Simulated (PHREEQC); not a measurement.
Synthetic water in mg/kgw, 25 °C, pH 6.21, pe -1.5:

```tsv
constituent	mg/kgw
Na	0.016
K	0.00466
Ca	0.152
Mg	0.0392
Cl	0.0651
S(6) as SO4	0.0278
Alkalinity as HCO3	0.565
Li	0.000491
B	0.000357
```

Valence states are taken as typed.

Computed with PHREEQC (ion-association model, wateq4f.dat).

No solid was allowed to form.

Question: Estimate the charge-balance error.

Answer: charge-balance error 0.1 %.

Question: In which forms is C present?

Answer: CO2 58 %, HCO3- 42 % of the C.
